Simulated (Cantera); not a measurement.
An isothermal, constant-pressure homogeneous reactor starts with H2 : O2 = 0.017 : 8.9 (molar parts), equivalence ratio 0.00096, at 1200 K and 0.0267 bar.

Cantera simulation using GRI-Mech 3.0 (53 species, 325 reactions); the numbers are that mechanism's predictions, not measurements. Radical loss at walls, strong at low pressure, is not modelled.

x: mole fraction; the columns are a selection and need not sum to one.

```tsv
t (s)	x H2	x O2	x O	x H2O	x OH	x H2O2
5.00e-5	0.00191	0.998	1.09e-10	2.44e-12	1.08e-10	<1e-12
0.000134	0.00191	0.998	4.11e-10	2.70e-11	3.98e-10	<1e-12
0.000360	0.00191	0.998	1.39e-9	2.44e-10	1.27e-9	<1e-12
0.000965	0.00191	0.998	5.31e-9	?	4.40e-9	<1e-12
0.00259	0.00191	0.998	3.40e-8	?	2.51e-8	3.30e-12
0.00695	0.00190	0.998	1.29e-6	?	9.15e-7	2.29e-11
0.0186	0.000339	0.997	0.00127	?	0.000382	3.67e-8
0.0500	1.51e-6	0.997	0.00149	0.00183	0.000145	6.49e-9
0.134	1.10e-6	0.997	0.00108	0.00184	0.000124	6.08e-9
0.360	5.66e-7	0.997	0.000556	0.00186	8.94e-5	5.06e-9
0.965	1.84e-7	0.998	0.000181	0.00188	5.13e-5	3.16e-9
2.59	4.12e-8	0.998	4.08e-5	0.00190	2.45e-5	1.22e-9
6.95	8.00e-9	0.998	8.00e-6	0.00190	1.09e-5	3.16e-10
18.6	1.66e-9	0.998	1.67e-6	0.00191	4.99e-6	7.41e-11
50.0	4.20e-10	0.998	4.29e-7	0.00191	2.53e-6	2.00e-11
```

### Question
Complete the blanks.

### Answer

- 0.000965, x H2O: 2.17e-9
- 0.00259, x H2O: 2.61e-8
- 0.00695, x H2O: 1.31e-6
- 0.0186, x H2O: 0.00136
